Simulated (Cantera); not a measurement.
# Ignition delay

Mixture: CH4 : O2 : N2 = 1 : 3.7 : 13.9 (molar parts), at 12.0 bar, adiabatic and at constant volume. Ignition delay is the time to a rise of 400 K.

Model: GRI-Mech 3.0 (53 species, 325 reactions), integrated in Cantera. The pressure lies above the range GRI-Mech 3.0 was tuned for (to about 10 atm).

| T0 (K) | delay (ms) |
|---|---|
| 1100 | 11.2 |
| 1175 | 3.99 |
| 1250 | 1.58 |
| 1325 | 0.681 |
| 1400 | 0.312 |
| 1475 | 0.152 |
| 1550 | 0.0780 |
| 1625 | 0.0421 |

```json
{
 "apparent activation energy between 1475 and 1625 K": "170 kJ/mol"
}
```
